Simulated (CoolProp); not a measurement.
Properties of water at several states.

The numbers come from the reference Helmholtz-energy equation of state, Wagner 2002 in CoolProp.

```csv
T (°C),p (MPa),phase,density (kg/m³),viscosity (µPa s)
477.65,0.0164,gas,0.04734,…
134.05,27.1,liquid,…,213
117.85,11.5,liquid,950.4,240
25.15,0.197,liquid,997.1,887
399.45,1.51,gas,4.963,…
252.75,0.477,gas,1.998,…
```

Problem. Fill in the missing entries.

Solution. 
- 477.65, viscosity (µPa s): 27.6
- 134.05, density (kg/m³): 944.9
- 399.45, viscosity (µPa s): 24.4
- 252.75, viscosity (µPa s): 18.3

Viscosity comes from a separate model (Huber 2009).
